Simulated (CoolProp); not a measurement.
Properties of methanol along the isobar 1.01 bar.

Computed with CoolProp (reference Helmholtz-energy equation of state, de Reuck 1993).

```tsv
T (K)	phase	Z	cp (kJ/(kg K))	expansivity (1/kK)	viscosity (µPa s)	conductivity (mW/(m K))
211.7	liquid	(withheld)	2.225	1.136	3090	216
259.2	liquid	(withheld)	2.344	(withheld)	1030	208
306.6	liquid	(withheld)	2.589	1.213	482	199
354.1	gas	0.9723	2.050	3.566	(withheld)	20.6
401.6	gas	0.9875	1.694	2.656	13.0	(withheld)
449	gas	0.9929	1.774	2.305	(withheld)	31.5
496.5	gas	0.9956	1.877	2.054	16.3	37.8
544	gas	0.9970	1.983	1.859	17.9	44.4
```

Question: Some entries are withheld; supply them.

Answer: 
- 211.7, Z: 0.002116
- 259.2, Z: 0.001825
- 259.2, expansivity (1/kK): 1.149
- 306.6, Z: 0.001631
- 354.1, viscosity (µPa s): 11.4
- 401.6, conductivity (mW/(m K)): 25.7
- 449, viscosity (µPa s): 14.6

Viscosity comes from a separate model (Xiang 2006). Thermal conductivity comes from a separate model (Sykioti 2013).
